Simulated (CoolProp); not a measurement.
Vapour-liquid equilibrium of m-xylene (1) + n-decane (2) at 0.0172 MPa; x and y are mole fractions of (1).

Model: multi-fluid Helmholtz-energy mixture model, Zhou 2012 and Lemmon 2006; pair parameters Bell 2016, in CoolProp.

Problem. Give the bubble temperature and the first vapour's composition at x = 0.25, 0.45, 0.55. Is there an azeotrope?

Solution. x = 0.25: 376.2 K, y = 0.521; x = 0.45: 369.4 K, y = 0.727; x = 0.55: 366.6 K, y = 0.799. No azeotrope shows between x = 0.05 and 0.95.

Pair parameters are fitted to limited data, so mixtures are less certain than the pure fluids.
